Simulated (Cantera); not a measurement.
Feed: 1 mol Si2H6, 5 mol N2, at 1252 °C and 0.100 bar.

Method: chemical equilibrium by Gibbs-energy minimisation in Cantera with the NASA 1993 tables (ideal gas, pure condensed phases). Candidate condensed phases: Si, Si3N4; 18 gas species. The feed counts by its element totals alone. Equilibrium is a limit: real reactors are often held back by kinetics, nucleation or transport.

What is the equilibrium state?


| Property | Value |
|---|---|
| x(N2) | 0.550 |
| x(H2) | 0.450 |
| x(H) | 5.02e-5 |
| x(NH3) | 1.29e-6 |
| n(Si3N4(s)) | 0.667 mol |
| gas amount | 6.667 mol |
| log10 activity of Si(s) (absent) | -1.90 |
